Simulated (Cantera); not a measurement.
A closed system holds: 1 mol Pb, 1.1 mol CO, 0.3 mol H2, held at 550 °C and 12.0 Pa.

Cantera equilibrium calculation (NASA polynomials, part measured and part estimated; ideal gas, pure solids and liquids). Candidate condensed phases: C, C6H6, C7H8, C8H18, H2O, Pb, PbO, PbO2, Pb3O4; 113 gas species. The numbers say what is thermodynamically allowed, not how fast it happens.

Base state: CO 0.781, H2 0.215, CO2 0.00348, Pb 0.00112, H2O 0.000265 (mole fractions); condensed: C(graphite) + Pb(l).

Task: What changes in the equilibrium state with this change: Pb replaced by PbO?

Result: 
```json
[
 {"species": "CO2", "before": "0.00348", "after": "0.609"},
 {"species": "CO", "before": "0.781", "after": "0.176"},
 {"species": "H2", "before": "0.215", "after": "0.109"},
 {"species": "H2O", "before": "0.000265", "after": "0.105"},
 {"species": "Pb", "before": "0.00112", "after": "0.00112"},
 {"species": "C(graphite), mol", "before": "0.00523", "after": "0"},
 {"species": "Pb(l), mol", "before": "0.998", "after": "0.998"}
]
```

Task: What changes in the equilibrium state with this change: temperature from 550 °C to 1152 °C?

Result: 
```json
[
 {"species": "CO", "before": "0.781", "after": "0.458"},
 {"species": "Pb", "before": "0.00112", "after": "0.417"},
 {"species": "H2", "before": "0.215", "after": "0.125"},
 {"species": "H", "before": "<1e-9", "after": "0.000220"},
 {"species": "CO2", "before": "0.00348", "after": "8.57e-8"},
 {"species": "C(graphite), mol", "before": "0.00523", "after": "0"},
 {"species": "Pb(l), mol", "before": "0.998", "after": "0"}
]
```

Task: What changes in the equilibrium state with this change: pressure from 12.0 Pa to 0.120 bar?

Result: 
| species | before | after |
|---|---|---|
| CO2 | 0.00348 | 0.413 |
| CO | 0.781 | 0.269 |
| H2 | 0.215 | 0.220 |
| H2O | 0.000265 | 0.0934 |
| Pb | 0.00112 | 1.12e-6 |
| CH4 | 5.14e-6 | 0.00539 |
| C(graphite), mol | 0.00523 | 0.464 |
| Pb(l), mol | 0.998 | 1.000 |
